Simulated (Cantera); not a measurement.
Feed: 1 mol (CH₃)₂SiCl₂, 0.084 mol HCl, 590 mol H₂, 0.015 mol CH₄, equilibrated at 1775 K and 0.100 bar.

These are equilibrium values from Cantera (NASA tables, ideal gas, pure condensed phases), not measurements of a reactor. Candidate condensed phases: C, C₆H₆, C₇H₈, C₈H₁₈, Si, SiC; 109 gas species. The feed counts by its element totals alone. Equilibrium is a limit: real reactors are often held back by kinetics, nucleation or transport.

Base state: H₂ 0.995, HCl 0.00350, H 0.000913, C₂H₂ (acetylene) 0.000142, CH₄ 8.29e-5 (mole fractions); condensed: C(graphite) + SiC(s).

What changes in the equilibrium state with this change: (CH₃)₂SiCl₂ replaced by CH₃SiCl₃?


| species | before | after |
|---|---|---|
| H₂ | 0.995 | 0.994 |
| HCl | 0.00350 | 0.00518 |
| H | 0.000913 | 0.000912 |
| C₂H₂ (acetylene) | 0.000142 | 8.59e-6 |
| CH₄ | 8.29e-5 | 2.04e-5 |
| C(graphite), mol | 0.797 | 0 |
| SiC(s), mol | 0.999 | 0.992 |
